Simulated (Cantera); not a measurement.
A Cantera script and what it prints.

```python
import numpy as np
import cantera as ct

gas_names = """
    H H2 Si SiH SiH2 SiH3 SiH4 Si2 Si3
""".split()
cond_names = """
    Si(cr) Si(L)
""".split()


# ... load() reads the species with a 1 bar reference pressure and builds the phases ...
atoms = {
    'Si': {'Si': 1},
    'H2': {'H': 2},
}
top_T = {}  # K; cautious upper limits of use, not melting points


# ... equilibrate(T, P, feed) seeds the gas with the atoms and calls Mixture.equilibrate('TP', solver="vcs", rtol=1e-11, max_steps=5000) ...
results = []
feed = {'Si': 1, 'H2': 1.4}  # mol
P = 101325  # Pa
for T in [500, 600, 700, 800, 900, 1000, 1100, 1200, 1300, 1400, 1500, 1600, 1700]:
    mix = equilibrate(T, P, feed)
    results.append((T, P, feed, dict(zip(mix.species_names, mix.species_moles))))

top = {s: max(r[3][s] / sum(r[3][g] for g in gas_names) for r in results) for s in gas_names}
cols = sorted((s for s in top if top[s] > 1e-06), key=lambda s: -top[s])[:9]
seen = [c for c in cond_names if any(r[3].get(c, 0) > 1e-12 for r in results)]
print("log10 of partial pressures in bar; condensed amounts in mol")
print(f"{'T/K':>10s}" + "".join(f"{s[:9]:>10s}" for s in cols + seen))
for T, P, feed, n in results:
    ng = sum(n[g] for g in gas_names)
    print(f"{T:10.4g}" + "".join(f"{np.log10(max(n[s] / ng * P / 1e5, 1e-99)):10.3f}" for s in cols)
          + "".join(f"{n.get(c, 0):10.4g}" for c in seen))
```

It prints:

```
log10 of partial pressures in bar; condensed amounts in mol
       T/K        H2         H      SiH2      SiH4       SiH    Si(cr)     Si(L)
       500     0.006   -20.155   -22.668    -7.704   -33.432         1         0
       600     0.006   -16.332   -18.443    -7.227   -26.904         1         0
       700     0.006   -13.594   -15.433    -6.907   -22.250         1         0
       800     0.006   -11.535   -13.178    -6.679   -18.767         1         0
       900     0.006    -9.929   -11.425    -6.508   -16.064         1         0
      1000     0.006    -8.641   -10.022    -6.374   -13.906         1         0
      1100     0.006    -7.585    -8.875    -6.266   -12.144         1         0
      1200     0.006    -6.702    -7.919    -6.176   -10.679         1         0
      1300     0.006    -5.953    -7.111    -6.100    -9.442         1         0
      1400     0.006    -5.310    -6.418    -6.034    -8.384         1         0
      1500     0.006    -4.752    -5.819    -5.977    -7.469         1         0
      1600     0.006    -4.262    -5.295    -5.927    -6.670         1         0
      1700     0.006    -3.829    -4.842    -5.891    -5.976         0         1
```

These are equilibrium values from Cantera (NASA tables, ideal gas, pure condensed phases), not measurements of a reactor. Gases not in the tables: Si2H6 and higher silanes.
